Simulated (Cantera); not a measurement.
Feed: 1 mol c-C4F8, 2 mol HCl, 0.69 mol H2, at 0.00133 bar.

These are equilibrium values from Cantera (NASA tables, ideal gas, pure condensed phases), not measurements of a reactor. Candidate condensed phases: C, C6H6, C7H8, C8H18; 118 gas species. The feed counts by its element totals alone. Gases not in the tables: C2F6 and larger saturated fluorocarbons. The numbers say what is thermodynamically allowed, not how fast it happens. All values below are at 1073 K.

Base state: HF 0.447, CF4 0.263, HCl 0.191, Cl2 0.0872, Cl 0.00870, CClF3 0.00351, CCl2F2 5.50e-5 (mole fractions); condensed: C(graphite).

Q: What changes in the equilibrium state with this change: pressure from 0.00133 bar to 0.000160 bar?

A: 
```
species            before    after
----------------  -------  -------
HF                  0.447    0.488
CF4                 0.263    0.245
HCl                 0.191    0.135
Cl                0.00870   0.0272
Cl2                0.0872    0.102
CCl2F2            5.50e-5  2.16e-5
CClF3             0.00351  0.00213
C(graphite), mol     2.59     2.66
```
